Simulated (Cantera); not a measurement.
Gas activation for diamond growth

A perfectly stirred reactor is fed with CH4 : H2 : H = 0.027 : 1 : 0.069 (molar parts), at 2000 Pa; it is held at 1825 K, and followed from long to short residence time.

Computed with Cantera and GRI-Mech 3.0 (53 species, 325 reactions). GRI-Mech 3.0 stops at C3 and has no aromatics, soot or wall deposition, so with more carbon than oxygen in the feed, carbon stays in small species such as C2H2 where larger ones or solid carbon would form. Radical loss at walls, strong at low pressure, is not modelled.

```csv
τ (s),x CH4,x H2,x H,x CH2,x C2H6
0.95,0.00309,0.980,0.00581,2.30e-6,1.26e-7
0.44,0.00350,0.978,0.00721,3.89e-6,1.99e-7
0.21,0.00380,0.976,0.00906,6.41e-6,2.91e-7
0.097,0.00404,0.974,0.0116,1.06e-5,4.12e-7
0.045,0.00430,0.970,0.0147,1.67e-5,5.75e-7
0.021,0.00467,0.966,0.0181,2.49e-5,8.14e-7
0.0098,0.00523,0.962,0.0217,3.54e-5,1.19e-6
```
x: mole fraction; the columns are a selection and need not sum to one.
